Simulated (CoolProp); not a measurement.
Vapour pressure (bar) of propane: the reference equation beside estimates from Tc = 369.9 K, pc = 42.51 bar, ω = 0.152. Clausius-Clapeyron is anchored at 213.8 K with a constant enthalpy of vaporisation of 19.53 kJ/mol.

Model: reference Helmholtz-energy equation of state, Lemmon 2009, in CoolProp.

```
T (K)  reference  Lee-Kesler  Clausius-Clapeyron  van der Waals  Redlich-Kwong  Soave-Redlich-Kwong  Peng-Robinson
-----  ---------  ----------  ------------------  -------------  -------------  -------------------  -------------
175.6    0.03561     0.03398             0.04046         0.8245        0.04540              0.03438        0.03761
185.1    0.07449     0.07138             0.08041          1.188        0.09712              0.07222        0.07750
194.7     0.1445      0.1393              0.1503          1.660         0.1905               0.1407         0.1486
204.2     0.2596      0.2518              0.2636          2.244         0.3430               0.2539         0.2645
213.8     0.4418      0.4316              0.4418          2.967         0.5816               0.4340         0.4470
223.3     0.7107      0.6988              0.7052          3.826         0.9282               0.7010         0.7155
232.9      1.099       1.087               1.088          4.852          1.419                1.089          1.102
242.5      1.636       1.626               1.622          6.048          2.084                1.626          1.636
252        2.346       2.341               2.337          7.411          2.945                2.339          2.342
261.6      3.279       3.282               3.291          8.979          4.052                3.281          3.272
271.1      4.454       4.467               4.508          10.73          5.415                4.471          4.443
280.7      5.936       5.959               6.063          12.71          7.095                5.974          5.923
290.2      7.733       7.765               7.974          14.88          9.087                7.801          7.723
299.8      9.927       9.965               10.33          17.31          11.46                10.04          9.925
309.3      12.52       12.56               13.15          19.94          14.21                12.67          12.53
```

Absolute difference from the reference over all 15 rows, mean and median: Lee-Kesler 1.5 and 0.6 %, Clausius-Clapeyron 3.1 and 1.5 %, van der Waals 534.4 and 269.7 %, Redlich-Kwong 25.1 and 27.4 %, Soave-Redlich-Kwong 1.4 and 1.1 %, Peng-Robinson 1.2 and 0.2 %.
